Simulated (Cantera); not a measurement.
Input: 1 mol KOH, 1.2 mol C, 0.031 mol H2, at 0.133 bar.

Equilibrium computed with Cantera from the NASA thermochemical tables; the gas is ideal and each condensed phase is pure. Candidate condensed phases: C, C6H6, C7H8, C8H18, H2O, K, KOH, KO2, K2CO3, K2O, K2O2; 116 gas species. Equilibrium is a limit: real reactors are often held back by kinetics, nucleation or transport.

Over these rows the condensed part is C(graphite). Partial pressures as log10 of bar:

| T (K) | 1000/T (1/K) | log p CO2 | log p CO | log p K | log p H2 |
|---|---|---|---|---|---|
| 1373 | 0.7283 | -5.20 | -1.28 | -1.28 | -1.55 |
| 1473 | 0.6789 | -5.63 | -1.28 | -1.28 | -1.55 |
| 1573 | 0.6357 | -6.00 | -1.28 | -1.28 | -1.55 |
| 1673 | 0.5977 | -6.33 | -1.28 | -1.28 | -1.55 |
| 1773 | 0.5640 | ? | -1.28 | -1.28 | -1.55 |
| 1873 | 0.5339 | -6.87 | -1.28 | -1.28 | -1.55 |

**Question.** Fit log p(CO2) = a + b·(1000/T) to the five rows, give the apparent enthalpy, and predict the row at 1773 K.

**Answer.** Means: 1000/T = 0.6349, log p = -6.006. Sxy = 0.191146, Sxx = 0.0222450, so b = 8.59 and a = -6.006 − (8.59)×0.6349 = -11.46.
Apparent enthalpy: −19.145 × (8.59) = -164 kJ/mol. With the condensed phases at unit activity, 2 CO(g) = CO2(g) + C(graphite) links this pressure to the main gases: over the six rows their terms move log p by +0.00 in all, so the slope is close to that reaction's ΔH°. The five rows lie within 0.01 of the line.
Prediction at 1773 K: -11.46 + (8.59)×0.5640 = -6.62. The computed value is -6.61, 0.01 from the line.
